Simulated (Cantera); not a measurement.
A perfectly stirred reactor is fed with H₂ : O₂ : N₂ = 1 : 0.649 : 7.79 (molar parts), at 0.390 bar; it is adiabatic with a 623 K inlet, and is followed from long to short residence time, starting on the burning branch (τ in s: 0.065, 0.027, 0.011, 0.0045, 0.0018, 0.00075, 0.00031, 0.00013, 5.1e-05, 2.1e-05, 8.6e-06).

Model: GRI-Mech 3.0 (53 species, 325 reactions), integrated in Cantera.

Problem. Predict: blow-out, bracketed by the residence times tried; x(H₂) at τ = 65.0 ms; x(O₂) at τ = 65.0 ms; x(O) at τ = 65.0 ms; x(H₂O₂) at τ = 65.0 ms; x(H) at τ = 65.0 ms; x(H₂) at τ = 0.750 ms; x(O₂) at τ = 0.750 ms; x(O) at τ = 0.750 ms; x(H₂O₂) at τ = 0.750 ms; x(H) at τ = 0.750 ms.

Solution. 
| Property | Value |
|---|---|
| blow-out, bracketed by the residence times tried | burning at 0.750 ms, out at 0.310 ms |
| x(H₂) at τ = 65.0 ms | 0.00131 |
| x(O₂) at τ = 65.0 ms | 0.0170 |
| x(O) at τ = 65.0 ms | 0.000365 |
| x(H₂O₂) at τ = 65.0 ms | 3.10e-7 |
| x(H) at τ = 65.0 ms | 0.000484 |
| x(H₂) at τ = 0.750 ms | 0.0140 |
| x(O₂) at τ = 0.750 ms | 0.0248 |
| x(O) at τ = 0.750 ms | 0.00252 |
| x(H₂O₂) at τ = 0.750 ms | 1.03e-6 |
| x(H) at τ = 0.750 ms | 0.0123 |
